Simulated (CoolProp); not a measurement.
A closed Brayton cycle with carbon dioxide: compressor inlet 322.15 K and 8 MPa, high pressure 17.2 MPa, turbine inlet 815 K, compressor efficiency 0.8, turbine efficiency 0.93, recuperator effectiveness 0 (on enthalpy, no pinch check). Each further row changes one setting.

Model: reference Helmholtz-energy equation of state, Span 1996, in CoolProp.

```
case                           thermal efficiency (%)  net work (kJ/kg)  compressor to turbine work  compressor exit (K)  turbine exit (K)
-----------------------------  ----------------------  ----------------  --------------------------  -------------------  ----------------
as stated                                        11.7              65.0                        0.38                386.5             720.9
turbine inlet 765 K                              11.7              57.8                        0.40                386.5             674.5
compressor inlet 332.15 K                        11.3              59.6                        0.43                401.4             720.9
high pressure 14.6 MPa                            9.4              53.1                        0.36                372.3             740.6
recuperator effectiveness 0.5                    18.0              65.0                        0.38                386.5             720.9
```
